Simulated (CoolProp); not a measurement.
Properties of methane along the isotherm 270.3 K (Tc = 190.6 K, pc = 4.599 MPa, ω = 0.011).

Model: reference Helmholtz-energy equation of state, Setzmann 1991, in CoolProp.

```csv
p (MPa),phase,cv (kJ/(kg K)),Joule-Thomson coefficient (K/MPa),expansivity (1/kK),conductivity (mW/(m K)),fugacity coefficient
2.87,gas,1.691,5.163,4.718,32.7,0.9323
5.75,supercritical,1.735,4.814,6.050,36.2,0.8692
8.62,supercritical,1.777,4.229,7.566,41.2,0.8119
11.5,supercritical,1.809,3.442,8.773,47.8,0.7611
14.4,supercritical,1.828,2.604,9.043,55.0,0.7178
17.2,supercritical,1.835,1.909,8.445,61.4,0.6840
20.1,supercritical,1.838,1.366,7.503,67.3,0.6567
23,supercritical,1.840,0.9745,6.602,72.4,0.6361
25.9,supercritical,1.842,0.6910,5.849,77.1,0.6210
28.7,supercritical,1.845,0.4870,5.260,81.2,0.6107
31.6,supercritical,1.849,0.3254,4.767,85.2,0.6037
34.5,supercritical,1.853,0.1996,4.366,89.0,0.5996
37.4,supercritical,1.858,0.09930,4.036,92.5,0.5982
40.2,supercritical,1.862,0.02042,3.770,95.8,0.5988
43.1,supercritical,1.867,-0.04725,3.535,99.0,0.6014
46,supercritical,1.872,-0.1039,3.334,102,0.6057
```

Thermal conductivity comes from a separate model (Friend 1989).
